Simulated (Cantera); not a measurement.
## Formation from one mole of O2

Source: NASA polynomial tables (part measured, part estimated), evaluated in Cantera. Values are per mole of reaction as written; species without (g) are pure solids or liquids, kept so even where they would boil at 1 bar.

2 Ti + O2(g) → 2 TiO(g)

| T (K) | ΔH° (kJ) | ΔS° (J/K) | ΔG° (kJ) | log10 K | condensed phases |
|---|---|---|---|---|---|
| 1850 | 64.9 | 156.1 | -223.8 | 6.32 | Ti(β) |
| 1875 | 64.0 | 155.6 | -227.7 | 6.34 | Ti(β) |
| 1900 | 63.0 | 155.1 | -231.6 | 6.37 | Ti(β) |
| 1925 | 62.0 | 154.5 | -235.5 | 6.39 | Ti(β) |
| 1950 | 31.7 | 139.0 | -239.3 | 6.41 | Ti(l) |
| 1975 | 30.4 | 138.3 | -242.7 | 6.42 | Ti(l) |
| 2000 | 29.0 | 137.6 | -246.2 | 6.43 | Ti(l) |
| 2025 | 27.7 | 136.9 | -249.6 | 6.44 | Ti(l) |
| 2050 | 26.3 | 136.3 | -253.0 | 6.45 | Ti(l) |
| 2075 | 25.0 | 135.6 | -256.4 | 6.45 | Ti(l) |

2 H2(g) + O2(g) → 2 H2O(g)

```json
[
 {"T (K)": "1850", "ΔH° (kJ)": "-502.2", "ΔS° (J/K)": "-115.5", "ΔG° (kJ)": "-288.4", "log10 K": "8.14"},
 {"T (K)": "1875", "ΔH° (kJ)": "-502.3", "ΔS° (J/K)": "-115.6", "ΔG° (kJ)": "-285.5", "log10 K": "7.95"},
 {"T (K)": "1900", "ΔH° (kJ)": "-502.4", "ΔS° (J/K)": "-115.6", "ΔG° (kJ)": "-282.6", "log10 K": "7.77"},
 {"T (K)": "1925", "ΔH° (kJ)": "-502.4", "ΔS° (J/K)": "-115.7", "ΔG° (kJ)": "-279.8", "log10 K": "7.59"},
 {"T (K)": "1950", "ΔH° (kJ)": "-502.5", "ΔS° (J/K)": "-115.7", "ΔG° (kJ)": "-276.9", "log10 K": "7.42"},
 {"T (K)": "1975", "ΔH° (kJ)": "-502.6", "ΔS° (J/K)": "-115.8", "ΔG° (kJ)": "-274.0", "log10 K": "7.25"},
 {"T (K)": "2000", "ΔH° (kJ)": "-502.7", "ΔS° (J/K)": "-115.8", "ΔG° (kJ)": "-271.1", "log10 K": "7.08"},
 {"T (K)": "2025", "ΔH° (kJ)": "-502.8", "ΔS° (J/K)": "-115.8", "ΔG° (kJ)": "-268.2", "log10 K": "6.92"},
 {"T (K)": "2050", "ΔH° (kJ)": "-502.8", "ΔS° (J/K)": "-115.9", "ΔG° (kJ)": "-265.3", "log10 K": "6.76"},
 {"T (K)": "2075", "ΔH° (kJ)": "-502.9", "ΔS° (J/K)": "-115.9", "ΔG° (kJ)": "-262.4", "log10 K": "6.61"}
]
```

0.6667 Cr + O2(g) → 0.6667 CrO3(g)

```json
[
 {"T (K)": "1850", "ΔH° (kJ)": "-205.1", "ΔS° (J/K)": "-52.8", "ΔG° (kJ)": "-107.4", "log10 K": "3.03"},
 {"T (K)": "1875", "ΔH° (kJ)": "-205.5", "ΔS° (J/K)": "-53.0", "ΔG° (kJ)": "-106.0", "log10 K": "2.95"},
 {"T (K)": "1900", "ΔH° (kJ)": "-205.9", "ΔS° (J/K)": "-53.3", "ΔG° (kJ)": "-104.7", "log10 K": "2.88"},
 {"T (K)": "1925", "ΔH° (kJ)": "-206.3", "ΔS° (J/K)": "-53.5", "ΔG° (kJ)": "-103.4", "log10 K": "2.81"},
 {"T (K)": "1950", "ΔH° (kJ)": "-206.7", "ΔS° (J/K)": "-53.7", "ΔG° (kJ)": "-102.0", "log10 K": "2.73"},
 {"T (K)": "1975", "ΔH° (kJ)": "-207.2", "ΔS° (J/K)": "-53.9", "ΔG° (kJ)": "-100.7", "log10 K": "2.66"},
 {"T (K)": "2000", "ΔH° (kJ)": "-207.6", "ΔS° (J/K)": "-54.1", "ΔG° (kJ)": "-99.3", "log10 K": "2.59"},
 {"T (K)": "2025", "ΔH° (kJ)": "-208.1", "ΔS° (J/K)": "-54.4", "ΔG° (kJ)": "-98.0", "log10 K": "2.53"},
 {"T (K)": "2050", "ΔH° (kJ)": "-208.5", "ΔS° (J/K)": "-54.6", "ΔG° (kJ)": "-96.6", "log10 K": "2.46"},
 {"T (K)": "2075", "ΔH° (kJ)": "-209.0", "ΔS° (J/K)": "-54.8", "ΔG° (kJ)": "-95.3", "log10 K": "2.40"}
]
```

Nb + O2(g) → NbO2(g)

```
T (K)  ΔH° (kJ)  ΔS° (J/K)  ΔG° (kJ)  log10 K
-----  --------  ---------  --------  -------
1850     -212.8       16.9    -244.2     6.89
1875     -213.1       16.8    -244.6     6.81
1900     -213.5       16.6    -245.0     6.74
1925     -213.8       16.4    -245.4     6.66
1950     -214.1       16.3    -245.8     6.59
1975     -214.4       16.1    -246.3     6.51
2000     -214.8       15.9    -246.7     6.44
2025     -215.1       15.8    -247.1     6.37
2050     -215.5       15.6    -247.4     6.30
2075     -215.8       15.4    -247.8     6.24
```
